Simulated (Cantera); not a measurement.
A closed system holds: 1 mol FeS₂, 4.3 mol SO₂, 1.2 mol N₂, held at 57.0 mbar.

Equilibrium computed with Cantera from the NASA thermochemical tables; the gas is ideal and each condensed phase is pure. Candidate condensed phases: Fe, FeO, FeS, FeSO₄, FeS₂, Fe₂O₃, Fe₂(SO₄)₃, Fe₃O₄, S; 19 gas species. FeS: taken at fixed stoichiometry. Gases not in the tables: S₃ to S₇. Equilibrium is a limit: real reactors are often held back by kinetics, nucleation or transport.

At 925 K, list the 4 most abundant gas species with their mole fractions, and the condensed phases.

SO₂ 0.715, N₂ 0.200, S₂ 0.0806, S₂O 0.00378. Condensed: FeS(s).
